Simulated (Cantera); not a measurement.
What does this Cantera script print?

```python
import numpy as np
import cantera as ct

gas = ct.Solution("gri30.yaml")
gas.TPX = 1098, 1300, {'H2': 0.0088, 'O2': 1}
inlet = ct.Reservoir(gas, clone=True)

reactor = ct.IdealGasConstPressureReactor(gas, energy="off", clone=False)
exhaust = ct.Reservoir(gas, clone=True)
tau = [0.98, 0.43, 0.19, 0.081, 0.035, 0.015, 0.0067][0]
for a, b in ((inlet, reactor), (reactor, exhaust)):
    ct.MassFlowController(a, b, mdot=lambda t: reactor.mass / tau)
net = ct.ReactorNet([reactor])
show = ['H2', 'O2', 'H2O2', 'H', 'HO2', 'O', 'H2O']

rows = []
print(f"{'tau/s':>10s}{'T/K':>9s}" + "".join(f"{s:>11s}" for s in show))
for tau in [0.98, 0.43, 0.19, 0.081, 0.035, 0.015, 0.0067]:
    net.initial_time = 0.0
    net.advance(30 * tau)
    before = gas.X
    net.advance(40 * tau)
    drift = np.max(np.abs(gas.X - before) / (gas.X + 1e-9))
    rows.append([gas.T, *gas[show].X, drift])
    print(f"{tau:10.3e}{gas.T:9.1f}" + "".join(f"{x:11.3e}" for x in gas[show].X))
```

It prints:

```
     tau/s      T/K         H2         O2       H2O2          H        HO2          O        H2O
 9.800e-01   1098.0  7.352e-05  9.897e-01  1.898e-08  4.478e-05  6.592e-07  1.446e-03  8.531e-03
 4.300e-01   1098.0  1.180e-04  9.888e-01  2.221e-08  8.915e-05  8.508e-07  2.189e-03  8.421e-03
 1.900e-01   1098.0  1.936e-04  9.879e-01  2.677e-08  1.645e-04  1.072e-06  3.090e-03  8.252e-03
 8.100e-02   1098.0  3.376e-04  9.868e-01  3.428e-08  2.832e-04  1.332e-06  4.035e-03  7.976e-03
 3.500e-02   1098.0  6.086e-04  9.860e-01  4.635e-08  4.323e-04  1.605e-06  4.708e-03  7.542e-03
 1.500e-02   1098.0  1.139e-03  9.856e-01  6.488e-08  5.805e-04  1.869e-06  4.885e-03  6.836e-03
 6.700e-03   1098.0  2.092e-03  9.860e-01  8.606e-08  6.495e-04  2.048e-06  4.438e-03  5.763e-03
```

Computed with Cantera and GRI-Mech 3.0 (53 species, 325 reactions). Radical loss at walls, strong at low pressure, is not modelled.
